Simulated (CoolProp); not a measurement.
Ethylbenzene at 406.25 K and 4.83 MPa is throttled through a valve to 3.1 MPa with no heat exchange. Each further row changes one setting.

Computed with CoolProp (reference Helmholtz-energy equation of state, Zhou 2012).

```tsv
case	temperature change (K)	final density (kg/m³)
as stated	+0.5	767
outlet pressure 0.93 MPa	+1.2	763
outlet pressure 4.03 MPa	+0.2	769
```
